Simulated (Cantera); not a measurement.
Charge: 1 mol borazine, 23 mol H2, 0.37 mol N2, 7.4 mol O2, equilibrated at 1425 K and 32.0 mbar.

Equilibrium computed with Cantera from the NASA thermochemical tables; the gas is ideal and each condensed phase is pure. Candidate condensed phases: B, BN, B2O3, B3O3H3, H2O; 39 gas species. The feed counts by its element totals alone. Gases not in the tables: H3BO3. Equilibrium is a limit: real reactors are often held back by kinetics, nucleation or transport.

Base state: H2 0.552, H2O 0.342, N2 0.0658, HBO2 0.0393, (HBO2)3 0.000203, B2O3 0.000134, H 2.83e-5, HBO 2.12e-5 (mole fractions); condensed: B2O3(l).

**Question.** What changes in the equilibrium state with this change: temperature from 1425 K to 948.15 K?

**Answer.** 
| species | before | after |
|---|---|---|
| H2 | 0.552 | 0.564 |
| H2O | 0.342 | 0.368 |
| N2 | 0.0658 | 0.0671 |
| HBO2 | 0.0393 | 2.82e-5 |
| (HBO2)3 | 0.000203 | 0.00146 |
| B2O3 | 0.000134 | <1e-9 |
| HBO | 2.12e-5 | <1e-9 |
| H | 2.83e-5 | 2.21e-9 |
| B2O3(l), mol | 0.928 | 1.44 |
